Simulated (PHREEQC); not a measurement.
A solution holds 0.059 mol NaHF2 per kg of water, at 25 °C. Closed to the air; pH follows from the charge balance.

Equilibrium calculation in PHREEQC: ion-association model, phreeqc.dat.

```json
[
 {"quantity": "pH", "before": "3.08", "after": "3.18"},
 {"quantity": "ionic strength (mol/kgw)", "before": "0.0589", "after": "0.0125"},
 {"quantity": "F- (mol/kgw)", "before": "0.0496", "after": "0.0120"},
 {"quantity": "HF (mol/kgw)", "before": "0.0487", "after": "0.0106"},
 {"quantity": "HF2- (mol/kgw)", "before": "0.00928", "after": "0.000487"},
 {"quantity": "NaF (mol/kgw)", "before": "0.00106", "after": "6.42e-5"}
]
```

**Question.** Which change was made?
(A) diluted 5-fold with water
(B) diluted 2-fold with water
(C) diluted 100-fold with water
(D) NaHF2 from 0.059 to 0.0295 mol/kgw
(E) diluted 10-fold with water

**Answer.** A, diluted 5-fold with water

This is a speciation only: nothing precipitates in the calculation.
